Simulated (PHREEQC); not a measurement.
Consider water at 25 °C with 0.23 mol CaCl2 and 0.014 mol BaCl2 per kg of water. Closed to the air; pH follows from the charge balance.

Computed with PHREEQC (ion-association model, phreeqc.dat).

Question: The ionic strength comes out as 0.732 mol/kgw. What activity coefficients do Ca+2, Ba+2, Cl- get?

Answer: Ca+2 0.25, Ba+2 0.19, Cl- 0.63.

No solid was allowed to form. The ionic strength is past about 0.7 mol/kgw, beyond the range of this activity model, so the values are rough. Species that the database lacks are ignored.
